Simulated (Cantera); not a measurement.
A Cantera script and what it prints.

```python
import numpy as np
import cantera as ct

gas_names = """
    SO3 Si SiO
""".split()
cond_names = """
    S(cr1) S(cr2) S(L)
""".split()


# ... load() reads the species with a 1 bar reference pressure and builds the phases ...
species = {s.name: s for s in load("nasa_gas.yaml", gas_names) + load("nasa_condensed.yaml", cond_names)}
# Each term lists the table entries of one substance; the one whose range holds T is used.
reactions = {
    'SO3(g) + 3 Si(g) = 3 SiO(g) + S':
        [(-1, ['SO3']), (-3, ['Si']), (3, ['SiO']), (1, ['S(cr1)', 'S(cr2)', 'S(L)'])],
}


def pick(names, T):
    return next(species[n] for n in names if species[n].thermo.min_temp <= T <= species[n].thermo.max_temp)


results = []
for label, terms in reactions.items():
    print(label)
    print("     T/K   dH/kJ  dS/(J/K)   dG/kJ   log10 K")
    for T in [425, 475, 525, 575, 625, 675, 725, 775]:
        used = [(nu, pick(names, T)) for nu, names in terms]
        dH = sum(nu * s.thermo.h(T) for nu, s in used) / 1e6
        dS = sum(nu * s.thermo.s(T) for nu, s in used) / 1e3
        dG = dH - T * dS / 1e3
        logK = -dG * 1e6 / (ct.gas_constant * T * np.log(10))
        results.append((label, T, dH, dS, dG, logK, [s.name for _, s in used]))
        print(f"{T:8g} {dH:8.1f} {dS:8.1f} {dG:8.1f} {logK:8.2f}")
```

Output:

```
SO3(g) + 3 Si(g) = 3 SiO(g) + S
     T/K   dH/kJ  dS/(J/K)   dG/kJ   log10 K
     425  -1253.5    -89.0  -1215.7   149.41
     475  -1253.0    -87.8  -1211.3   133.20
     525  -1252.5    -86.8  -1206.9   120.08
     575  -1252.1    -86.0  -1202.6   109.25
     625  -1251.8    -85.6  -1198.3   100.15
     675  -1251.7    -85.5  -1194.0    92.40
     725  -1251.8    -85.5  -1189.8    85.72
     775  -1251.8    -85.6  -1185.5    79.90
```

Source: NASA polynomial tables (part measured, part estimated), evaluated in Cantera. Condensed species are held in their standard states even where they would react or evaporate.
